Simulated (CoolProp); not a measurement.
A simple Rankine cycle with R1336mzz(Z): condensing at 332.15 K, boiler at 0.861 MPa, turbine inlet 421.8 K, turbine efficiency 0.6, pump efficiency 0.6, no recuperator. Each further row changes one setting.

The numbers come from the reference Helmholtz-energy equation of state, McLinden 2020 in CoolProp.

```tsv
case	thermal efficiency (%)	net work (kJ/kg)	heat in (kJ/kg)	turbine exit temperature (K)	volume ratio over the turbine
as stated	5.9	13.7	233	399.8	3.83
turbine inlet 441.8 K	5.7	14.7	256	420.4	3.77
condensing temperature 324.15 K	6.8	16.4	243	396.3	4.92
boiler pressure 0.603 MPa	4.4	10.4	237	406.9	2.60
turbine efficiency 0.5	4.8	11.3	233	402.1	3.86
```
